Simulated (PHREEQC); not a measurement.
Make-up at 52 °C: 0.073 mol/kgw Pb(NO3)2 and 0.00012 mol/kgw ZnCl2. Closed to the air; pH follows from the charge balance.

All values are PHREEQC results (ion-association model, phreeqc.dat), not measurements.

This is a speciation only: nothing precipitates in the calculation.

Q: Order these Pb species by the share of Pb that they hold, largest first: PbCl+, PbNO3+, Pb+2.

A: Pb+2 (66 %), PbNO3+ (34 %), PbCl+ (0.17 %)

The pH is 4.43 and the ionic strength 0.170 mol/kgw. Away from 25 °C the constants follow the database's enthalpies or fits; those with neither stay at their 25 °C values.
